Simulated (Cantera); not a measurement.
## Silicon nitride deposition: SiHCl₃ + N₂

Input: 1 mol SiHCl₃, a varied amount of N₂, equilibrated at 527 °C and 0.133 bar.

These are equilibrium values from Cantera (NASA tables, ideal gas, pure condensed phases), not measurements of a reactor. Candidate condensed phases: NH₄Cl, Si, Si₃N₄; 28 gas species. N₂ is the only nitrogen source here; it is nearly inert below about 1500 K, so the nitride shown seldom forms there in practice. The numbers say what is thermodynamically allowed, not how fast it happens.

```tsv
n(N₂) (mol)	log p N₂	log p HCl	log p SiCl₄	log p H₂	log p SiHCl₃	n Si₃N₄(s)
8.1	-0.95	-1.99	-2.08	-2.67	-5.80	0.142
14	-0.92	-2.18	-2.30	-2.95	-6.11	0.145
20	-0.91	-2.31	-2.45	-3.14	-6.32	0.147
26	-0.90	-2.41	-2.57	-3.28	-6.48	0.149
32	-0.89	-2.49	-2.66	-3.40	-6.60	0.150
38	-0.89	-2.56	-2.73	-3.49	-6.71	0.151
44	-0.89	-2.62	-2.79	-3.58	-6.80	0.152
50	-0.89	-2.67	-2.85	-3.65	-6.87	0.152
56	-0.89	-2.71	-2.90	-3.71	-6.94	0.153
63	-0.89	-2.76	-2.95	-3.78	-7.02	0.153
```
log p: log10 of the partial pressure in bar; n: condensed amount in mol.

From 8.1 mol N₂ to 63 mol N₂ the condensed part is Si₃N₄(s). The main Si-bearing gas is SiCl₄ throughout. The share of Si in condensed phases is highest at 63 mol N₂ (46.0 %) and lowest at 8.1 mol N₂ (42.6 %).
